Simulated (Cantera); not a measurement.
What does this Cantera script print?

```python
import numpy as np
import cantera as ct

gas_names = """
    N NO NO2 NO3 N2 N2O O O2 O3 Zr ZrN ZrO ZrO2
""".split()
cond_names = """
    Zr(a) Zr(b) Zr(L) ZrN(s) ZrN(L) ZrO2(a) ZrO2(b) ZrO2(L)
""".split()


def load(file, names, dense=False):
    # The tables refer to 1 bar. Condensed volumes are neglected.
    table = {s.name: s for s in ct.Species.list_from_file(file)}
    out = []
    for n in names:
        d = dict(table[n].input_data)
        d["thermo"] = dict(d["thermo"], **{"reference-pressure": 1e5})
        if dense:
            d["equation-of-state"] = {"model": "constant-volume", "density": "1e6 g/cm^3"}
        out.append(ct.Species.from_dict(d))
    return out


gas = ct.Solution(thermo="ideal-gas", species=load("nasa_gas.yaml", gas_names))
cond = {s.name: ct.Solution(thermo="fixed-stoichiometry", species=[s], name=s.name)
        for s in load("nasa_condensed.yaml", cond_names, dense=True)}
atoms = {
    'Zr': {'Zr': 1},
    'N2O': {'N': 2, 'O': 1},
    'N2': {'N': 2},
}
top_T = {}  # K; cautious upper limits of use, not melting points


def equilibrate(T, P, feed):
    n = {}
    for name, mol in feed.items():
        for a, k in atoms[name].items():
            n[a] = n.get(a, 0.0) + k * mol
    gas.TPX = T, P, n
    mass = sum(n.values()) * gas.mean_molecular_weight
    gas.equilibrate("TP")
    valid = [c for c in cond.values() if c.min_temp <= T <= top_T.get(c.name, c.max_temp)]
    mix = ct.Mixture([(gas, mass / gas.mean_molecular_weight)] + [(c, 0.0) for c in valid])
    mix.T, mix.P = T, P
    mix.equilibrate("TP", solver="vcs", rtol=1e-11, max_steps=5000)
    return mix


results = []
P = 2.5  # Pa
for T in [2248, 2298, 2348, 2398, 2448, 2498, 2548, 2598, 2648, 2698, 2748]:
    for m in [0.25, 0.44, 0.63, 0.82, 1, 1.2, 1.4, 1.6, 1.8]:
        feed = {'Zr': 1, 'N2O': m, 'N2': 23}  # mol
        mix = equilibrate(T, P, feed)
        results.append((T, P, feed, dict(zip(mix.species_names, mix.species_moles))))

for T, P, feed, n in results:
    print(f"{T:7g} {feed['N2O']:10.4g}  " + (" + ".join(c for c in cond_names if n.get(c, 0) > 1e-12) or "gas only"))
```

It prints:

```
   2248       0.25  ZrN(s)
   2248       0.44  ZrN(s)
   2248       0.63  ZrN(s) + ZrO2(b)
   2248       0.82  ZrN(s) + ZrO2(b)
   2248          1  ZrN(s) + ZrO2(b)
   2248        1.2  ZrN(s) + ZrO2(b)
   2248        1.4  ZrN(s) + ZrO2(b)
   2248        1.6  ZrO2(b)
   2248        1.8  ZrO2(b)
   2298       0.25  ZrN(s)
   2298       0.44  ZrN(s)
   2298       0.63  ZrN(s)
   2298       0.82  ZrN(s)
   2298          1  gas only
   2298        1.2  ZrO2(b)
   2298        1.4  ZrO2(b)
   2298        1.6  ZrO2(b)
   2298        1.8  ZrO2(b)
   2348       0.25  ZrN(s)
   2348       0.44  ZrN(s)
   2348       0.63  ZrN(s)
   2348       0.82  ZrN(s)
   2348          1  gas only
   2348        1.2  ZrO2(b)
   2348        1.4  ZrO2(b)
   2348        1.6  ZrO2(b)
   2348        1.8  ZrO2(b)
   2398       0.25  ZrN(s)
   2398       0.44  ZrN(s)
   2398       0.63  ZrN(s)
   2398       0.82  ZrN(s)
   2398          1  gas only
   2398        1.2  ZrO2(b)
   2398        1.4  ZrO2(b)
   2398        1.6  ZrO2(b)
   2398        1.8  ZrO2(b)
   2448       0.25  ZrN(s)
   2448       0.44  ZrN(s)
   2448       0.63  ZrN(s)
   2448       0.82  gas only
   2448          1  gas only
   2448        1.2  gas only
   2448        1.4  ZrO2(b)
   2448        1.6  ZrO2(b)
   2448        1.8  ZrO2(b)
   2498       0.25  gas only
   2498       0.44  gas only
   2498       0.63  gas only
   2498       0.82  gas only
   2498          1  gas only
   2498        1.2  gas only
   2498        1.4  gas only
   2498        1.6  gas only
   2498        1.8  ZrO2(b)
   2548       0.25  gas only
   2548       0.44  gas only
   2548       0.63  gas only
   2548       0.82  gas only
   2548          1  gas only
   2548        1.2  gas only
   2548        1.4  gas only
   2548        1.6  gas only
   2548        1.8  gas only
   2598       0.25  gas only
   2598       0.44  gas only
   2598       0.63  gas only
   2598       0.82  gas only
   2598          1  gas only
   2598        1.2  gas only
   2598        1.4  gas only
   2598        1.6  gas only
   2598        1.8  gas only
   2648       0.25  gas only
   2648       0.44  gas only
   2648       0.63  gas only
   2648       0.82  gas only
   2648          1  gas only
   2648        1.2  gas only
   2648        1.4  gas only
   2648        1.6  gas only
   2648        1.8  gas only
   2698       0.25  gas only
   2698       0.44  gas only
   2698       0.63  gas only
   2698       0.82  gas only
   2698          1  gas only
   2698        1.2  gas only
   2698        1.4  gas only
   2698        1.6  gas only
   2698        1.8  gas only
   2748       0.25  gas only
   2748       0.44  gas only
   2748       0.63  gas only
   2748       0.82  gas only
   2748          1  gas only
   2748        1.2  gas only
   2748        1.4  gas only
   2748        1.6  gas only
   2748        1.8  gas only
```

Method: chemical equilibrium by Gibbs-energy minimisation in Cantera with the NASA 1993 tables (ideal gas, pure condensed phases). Mutual solubility and eutectic melting of coexisting phases are not modelled. ZrN: taken at fixed stoichiometry. Condensed phases not in the tables: solid solutions among these carbides, nitrides and lower oxides.
